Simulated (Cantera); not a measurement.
Input (Python, Cantera):

```python
import numpy as np
import cantera as ct

gas = ct.Solution("gri30.yaml")
gas.TPX = 325, 790000, {'CH4': 1, 'C2H6': 0.061, 'O2': 1.42, 'N2': 5.36}
inlet = ct.Reservoir(gas, clone=True)
gas.equilibrate("HP")  # start burning
reactor = ct.IdealGasConstPressureReactor(gas, energy="on", clone=False)
exhaust = ct.Reservoir(gas, clone=True)
tau = [0.37, 0.13, 0.043, 0.015, 0.005, 0.0017, 0.00058, 0.0002, 6.7e-05, 2.3e-05, 7.8e-06][0]
for a, b in ((inlet, reactor), (reactor, exhaust)):
    ct.MassFlowController(a, b, mdot=lambda t: reactor.mass / tau)
net = ct.ReactorNet([reactor])
show = ['CH4', 'C2H6', 'O2', 'N2O', 'NO']

rows = []
print(f"{'tau/s':>10s}{'T/K':>9s}" + "".join(f"{s:>11s}" for s in show))
for tau in [0.37, 0.13, 0.043, 0.015, 0.005, 0.0017, 0.00058, 0.0002, 6.7e-05, 2.3e-05, 7.8e-06]:
    net.initial_time = 0.0
    net.advance(30 * tau)
    before = gas.X
    net.advance(40 * tau)
    drift = np.max(np.abs(gas.X - before) / (gas.X + 1e-9))
    rows.append([gas.T, *gas[show].X, drift])
    print(f"{tau:10.3e}{gas.T:9.1f}" + "".join(f"{x:11.3e}" for x in gas[show].X))
```

Output:

```
     tau/s      T/K        CH4       C2H6         O2        N2O         NO
 3.700e-01   1893.8  1.881e-03  4.196e-07  4.794e-05  4.226e-10  3.450e-06
 1.300e-01   1901.8  3.213e-03  1.375e-06  1.259e-04  6.564e-10  3.330e-06
 4.300e-02   1911.3  4.996e-03  4.117e-06  3.401e-04  1.261e-09  3.005e-06
 1.500e-02   1918.1  6.965e-03  1.070e-05  8.516e-04  2.681e-09  2.567e-06
 5.000e-03   1916.2  9.267e-03  2.834e-05  2.157e-03  6.400e-09  1.944e-06
 1.700e-03   1892.4  1.201e-02  7.934e-05  5.353e-03  1.641e-08  1.168e-06
 5.800e-04   1790.6  1.774e-02  3.370e-04  1.621e-02  5.612e-08  3.015e-07
 2.000e-04    325.0  1.275e-01  7.780e-03  1.811e-01 -4.519e-22 -3.834e-23
 6.700e-05    325.0  1.275e-01  7.780e-03  1.811e-01 -2.939e-25 -2.493e-26
 2.300e-05    325.0  1.275e-01  7.780e-03  1.811e-01 -1.856e-26 -1.575e-27
 7.800e-06    325.0  1.275e-01  7.780e-03  1.811e-01 -1.173e-27 -9.948e-29
```

Cantera simulation using GRI-Mech 3.0 (53 species, 325 reactions); the numbers are that mechanism's predictions, not measurements.
